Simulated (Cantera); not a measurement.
A Cantera script and what it prints.

```python
import numpy as np
import cantera as ct

gas_names = [...]  # 110 gases of nasa_gas.yaml made of C, H, O
cond_names = """
    C(gr) C6H6(L) C7H8(L) C8H18(L),n-octa H2O(s) H2O(L)
""".split()


# ... load() reads the species with a 1 bar reference pressure and builds the phases ...
atoms = {
    'C': {'C': 1},
    'H2O': {'H': 2, 'O': 1},
}
top_T = {'C(gr)': 4500}  # K; cautious upper limits of use, not melting points


# ... equilibrate(T, P, feed) seeds the gas with the atoms and calls Mixture.equilibrate('TP', solver="vcs", rtol=1e-11, max_steps=5000) ...
results = []
feed = {'C': 1, 'H2O': 4.2}  # mol
P = 13332.2  # Pa
for T in [2325, 2375, 2425, 2475, 2525, 2575, 2625, 2675, 2725, 2775]:
    mix = equilibrate(T, P, feed)
    results.append((T, P, feed, dict(zip(mix.species_names, mix.species_moles))))

top = {s: max(r[3][s] / sum(r[3][g] for g in gas_names) for r in results) for s in gas_names}
cols = sorted((s for s in top if top[s] > 0.0001), key=lambda s: -top[s])[:6]
seen = [c for c in cond_names if any(r[3].get(c, 0) > 1e-12 for r in results)]
print("log10 of partial pressures in bar; condensed amounts in mol")
print(f"{'T/K':>10s}" + "".join(f"{s[:9]:>10s}" for s in cols + seen))
for T, P, feed, n in results:
    ng = sum(n[g] for g in gas_names)
    print(f"{T:10.4g}" + "".join(f"{np.log10(max(n[s] / ng * P / 1e5, 1e-99)):10.3f}" for s in cols)
          + "".join(f"{n.get(c, 0):10.4g}" for c in seen))
```

Result:

```
log10 of partial pressures in bar; condensed amounts in mol
       T/K       H2O        H2        CO         H       CO2        OH
      2325    -1.136    -1.493    -1.742    -2.705    -2.139    -3.126
      2375    -1.139    -1.498    -1.741    -2.599    -2.148    -2.990
      2425    -1.143    -1.502    -1.740    -2.498    -2.158    -2.862
      2475    -1.149    -1.506    -1.739    -2.401    -2.169    -2.739
      2525    -1.156    -1.510    -1.739    -2.308    -2.181    -2.624
      2575    -1.166    -1.515    -1.739    -2.218    -2.196    -2.516
      2625    -1.179    -1.518    -1.739    -2.131    -2.215    -2.416
      2675    -1.195    -1.521    -1.740    -2.047    -2.237    -2.324
      2725    -1.216    -1.523    -1.741    -1.967    -2.265    -2.240
      2775    -1.242    -1.525    -1.743    -1.888    -2.299    -2.166
```

Cantera equilibrium calculation (NASA polynomials, part measured and part estimated; ideal gas, pure solids and liquids).
